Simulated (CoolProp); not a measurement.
A single-stage vapour-compression cycle with R113: evaporating at 277.15 K (dew point), condensing at 318.15 K (bubble point), superheat 8 K, subcooling 8 K, compressor efficiency 0.75, no pressure losses. Each further row changes one setting.

The numbers come from the reference Helmholtz-energy equation of state, Marx 1992 in CoolProp.

```
case                              cooling COP  pressure ratio  discharge temperature (K)  refrigerating effect (kJ/kg)  volumetric capacity (kJ/m³)
--------------------------------  -----------  --------------  -------------------------  ----------------------------  ---------------------------
as stated                                   …            5.11                      330.3                           132                          193
evaporating temperature 282.15 K         5.49            4.06                      329.2                             …                          244
condensing temperature 313.15 K          5.40            4.30                          …                           137                          199
subcooling 13 K                          4.81            5.11                      330.3                           137                          199
superheat 18 K                           4.70            5.11                          …                           139                            …
compressor efficiency 0.65                  …            5.11                          …                           132                          193
```

Problem. What belongs in the gaps?

Solution. 
- as stated, cooling COP: 4.64
- evaporating temperature 282.15 K, refrigerating effect (kJ/kg): 136
- condensing temperature 313.15 K, discharge temperature (K): 325.4
- superheat 18 K, discharge temperature (K): 341.0
- superheat 18 K, volumetric capacity (kJ/m³): 195
- compressor efficiency 0.65, cooling COP: 4.02
- compressor efficiency 0.65, discharge temperature (K): 336.6
